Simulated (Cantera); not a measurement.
## Premixed flame

A freely propagating, adiabatic, planar premixed flame of 25.8 % H2, 15.5 % O2, 58.6 % N2, unburnt at 348 K and 0.730 bar; mixture-averaged transport, grid criteria slope 0.08 and curve 0.16, no radiation.

Model: the H2/O2 subset of GRI-Mech 3.0, which has no nitrogen chemistry, integrated in Cantera. Burning velocities carry a grid error of a few per cent, more on coarse grids.

| z (mm) | T (K) | u (m/s) | x H2 | x O2 | x H | x OH | x O | x H2O |
|---|---|---|---|---|---|---|---|---|
| -1.61 | 348 | 2.32 | 0.258 | 0.155 | <1e-8 | <1e-8 | <1e-8 | <1e-8 |
| -1.08 | 348 | 2.32 | 0.258 | 0.155 | <1e-8 | <1e-8 | <1e-8 | <1e-8 |
| -0.806 | 348 | 2.32 | 0.258 | 0.155 | <1e-8 | <1e-8 | <1e-8 | 1.52e-8 |
| -0.538 | 348 | 2.32 | 0.258 | 0.156 | <1e-8 | <1e-8 | <1e-8 | 8.02e-7 |
| -0.269 | 366 | 2.41 | 0.248 | 0.157 | 1.44e-6 | 6.58e-6 | 1.05e-6 | 0.000508 |
| -0.134 | 627 | 3.99 | 0.206 | 0.154 | 0.00200 | 0.000896 | 0.000132 | 0.0217 |
| 0 | 1077 | 6.64 | 0.127 | 0.124 | 0.0174 | 0.00204 | 0.00286 | 0.0952 |
| 0.134 | 1393 | 8.50 | 0.0565 | 0.0744 | 0.0322 | 0.00651 | 0.00875 | 0.182 |
| 0.269 | 1561 | 9.48 | 0.0318 | 0.0520 | 0.0323 | 0.0101 | 0.0109 | 0.219 |
| 0.538 | 1727 | 10.4 | 0.0248 | 0.0436 | 0.0239 | 0.0128 | 0.00997 | 0.236 |
| 1.08 | 1882 | 11.2 | 0.0208 | 0.0395 | 0.0147 | 0.0139 | 0.00749 | 0.248 |
| 2.15 | 2016 | 11.9 | 0.0155 | 0.0362 | 0.00774 | 0.0134 | 0.00493 | 0.261 |
| 4.30 | 2118 | 12.4 | 0.00993 | 0.0338 | 0.00343 | 0.0115 | 0.00285 | 0.272 |
x: mole fraction of selected species; z is measured from the peak of heat release.

| Item | Result |
|---|---|
| laminar burning velocity | 232 cm/s |
| thermal thickness | 0.538 mm |
| peak x(H) | 0.0336 |
| peak x(OH) | 0.0139 |
| peak x(O) | 0.0110 |
| grid points | 108 |
